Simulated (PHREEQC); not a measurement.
Dissolve 0.012 mol ZnSO4, 0.0087 mol KCl and 0.00018 mol H2SO4 per kg of water at 20 °C. Closed to the air; pH follows from the charge balance.

Computed with PHREEQC (ion-association model, phreeqc.dat).

Precipitation was switched off in this run.

Order these Zn species by the share of Zn that they hold, largest first: ZnSO4, Zn+2, Zn(SO4)2-2, ZnCl+.

Zn+2 (68 %), ZnSO4 (29 %), Zn(SO4)2-2 (2.0 %), ZnCl+ (0.62 %)

The pH is 3.64 and the ionic strength 0.0416 mol/kgw.
